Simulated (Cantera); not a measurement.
Charge: 1 mol C2H4, 0.12 mol CO2, 25 mol H2.

Method: chemical equilibrium by Gibbs-energy minimisation in Cantera with the NASA 1993 tables (ideal gas, pure condensed phases). Candidate condensed phases: C, C6H6, C7H8, C8H18, H2O; 110 gas species. The ideal-gas law is rough above about 30 bar. Kinetics and transport are ignored.

**Question.** What condenses at these points (T in °C, P in Pa): (700, 10); (1700, 220); (1700, 100000); (1300, 10000000); (1700, 10)?

**Answer.** 
```tsv
T (°C)	P in Pa	condensed phases	C condensed (%)
700	10	C	88.7
1700	220	C	87.1
1700	100000	C	86.4
1300	10000000	gas only	0.0
1700	10	C	87.2
```
